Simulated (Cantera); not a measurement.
Feed: 1 mol Al2O3, 28 mol H2, held at 19.5 Torr.

These are equilibrium values from Cantera (NASA tables, ideal gas, pure condensed phases), not measurements of a reactor. Candidate condensed phases: Al, Al2O3, H2O; 19 gas species. The tables' values for AlOH are old estimates; treat these amounts as uncertain. Kinetics and transport are ignored.

Problem. At 2023 K, list the 5 most abundant gas species with their mole fractions, and the condensed phases.

Solution. H2 0.987, H 0.0117, H2O 0.000488, Al 0.000232, Al2O 5.70e-5. Condensed: Al2O3(s).
